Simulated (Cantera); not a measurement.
A closed system holds: 1 mol Cr₂O₃, 1400 mol H₂, 1.7 mol N₂, held at 0.000940 bar.

These are equilibrium values from Cantera (NASA tables, ideal gas, pure condensed phases), not measurements of a reactor. Candidate condensed phases: Cr, CrN, Cr₂N, Cr₂O₃, H₂O; 29 gas species. Mutual solubility and eutectic melting of coexisting phases are not modelled. The numbers say what is thermodynamically allowed, not how fast it happens.

Task: Which condensed phases are stable at each of these points (T (K)): 1373, 1448, 1523, 1598, 1673, 1748, 1823, 1898, 1973, 2048, 2123, 2198, 2273?

Result: 
```csv
T (K),condensed phases,Cr condensed (%)
1373,Cr(s) + Cr₂O₃(s),97.6
1448,Cr(s) + Cr₂O₃(s),86.2
1523,Cr(s) + Cr₂O₃(s),33.1
1598,gas only,0.0
1673,gas only,0.0
1748,gas only,0.0
1823,gas only,0.0
1898,gas only,0.0
1973,gas only,0.0
2048,gas only,0.0
2123,gas only,0.0
2198,gas only,0.0
2273,gas only,0.0
```

From 1373 K to 1523 K the condensed part is Cr(s) + Cr₂O₃(s). From 1598 K to 2273 K nothing is condensed.
